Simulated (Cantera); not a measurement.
A perfectly stirred reactor is fed with CH4 : H2 = 0.19 : 1.3 (molar parts), at 0.0197 atm; it is held at 1950 K, and followed from long to short residence time.

Computed with Cantera and GRI-Mech 3.0 (53 species, 325 reactions). GRI-Mech 3.0 stops at C3 and has no aromatics, soot or wall deposition, so with more carbon than oxygen in the feed, carbon stays in small species such as C2H2 where larger ones or solid carbon would form. Radical loss at walls, strong at low pressure, is not modelled.

Q: Predict: x(CH4) at τ = 1.30 s; x(H2) at τ = 1.30 s; x(CH3) at τ = 1.30 s; x(C2H4) at τ = 1.30 s; x(H) at τ = 1.30 s; x(CH4) at τ = 21.0 ms; x(H2) at τ = 21.0 ms; x(CH3) at τ = 21.0 ms; x(C2H4) at τ = 21.0 ms; x(H) at τ = 21.0 ms.

A: 
| Property | Value |
|---|---|
| x(CH4) at τ = 1.30 s | 0.00525 |
| x(H2) at τ = 1.30 s | 0.934 |
| x(CH3) at τ = 1.30 s | 0.000661 |
| x(C2H4) at τ = 1.30 s | 1.99e-5 |
| x(H) at τ = 1.30 s | 0.00595 |
| x(CH4) at τ = 21.0 ms | 0.0583 |
| x(H2) at τ = 21.0 ms | 0.906 |
| x(CH3) at τ = 21.0 ms | 0.00412 |
| x(C2H4) at τ = 21.0 ms | 0.000571 |
| x(H) at τ = 21.0 ms | 0.00327 |
